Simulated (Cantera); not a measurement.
An isothermal, constant-pressure homogeneous reactor starts with CH4 : N2 = 1 : 2.5 (molar parts), at 1725 K and 1.01 bar. Integrator tolerance rtol = 1e-08.

Cantera simulation using GRI-Mech 3.0 (53 species, 325 reactions); the numbers are that mechanism's predictions, not measurements. GRI-Mech 3.0 stops at C3 and has no aromatics, soot or wall deposition, so with more carbon than oxygen in the feed, carbon stays in small species such as C2H2 where larger ones or solid carbon would form.

What does this change do: CH4 1 to 1.6 parts?


```
quantity                                            before                                    after
-----------------  ---------------------------------------  ---------------------------------------
x(CH4) at 2.00 s   0.00635 (gas-phase equilibrium 0.00472)   0.0100 (gas-phase equilibrium 0.00797)
x(HCN) at 2.00 s     1.33e-6 (gas-phase equilibrium 0.101)    1.11e-6 (gas-phase equilibrium 0.106)
x(C2H6) at 2.00 s  9.07e-7 (gas-phase equilibrium 4.98e-7)  1.80e-6 (gas-phase equilibrium 1.13e-6)
x(CH3) at 2.00 s   4.19e-5 (gas-phase equilibrium 3.10e-5)  5.91e-5 (gas-phase equilibrium 4.68e-5)
x(C2H2) at 2.00 s     0.107 (gas-phase equilibrium 0.0581)     0.135 (gas-phase equilibrium 0.0834)
x(C2H) at 2.00 s   2.20e-7 (gas-phase equilibrium 1.18e-7)  2.46e-7 (gas-phase equilibrium 1.52e-7)
x(CH2) at 2.00 s   1.44e-8 (gas-phase equilibrium 1.06e-8)  1.81e-8 (gas-phase equilibrium 1.43e-8)
```

What does this change do: pressure from 1.01 bar to 0.620 bar?


```tsv
quantity	before	after
x(CH4) at 2.00 s	0.00635 (gas-phase equilibrium 0.00472)	0.00397 (gas-phase equilibrium 0.00294)
x(HCN) at 2.00 s	1.33e-6 (gas-phase equilibrium 0.101)	1.31e-6 (gas-phase equilibrium 0.101)
x(C2H6) at 2.00 s	9.07e-7 (gas-phase equilibrium 4.98e-7)	3.51e-7 (gas-phase equilibrium 1.91e-7)
x(CH3) at 2.00 s	4.19e-5 (gas-phase equilibrium 3.10e-5)	3.33e-5 (gas-phase equilibrium 2.46e-5)
x(C2H2) at 2.00 s	0.107 (gas-phase equilibrium 0.0581)	0.109 (gas-phase equilibrium 0.0588)
x(C2H) at 2.00 s	2.20e-7 (gas-phase equilibrium 1.18e-7)	2.83e-7 (gas-phase equilibrium 1.53e-7)
x(CH2) at 2.00 s	1.44e-8 (gas-phase equilibrium 1.06e-8)	1.46e-8 (gas-phase equilibrium 1.07e-8)
```
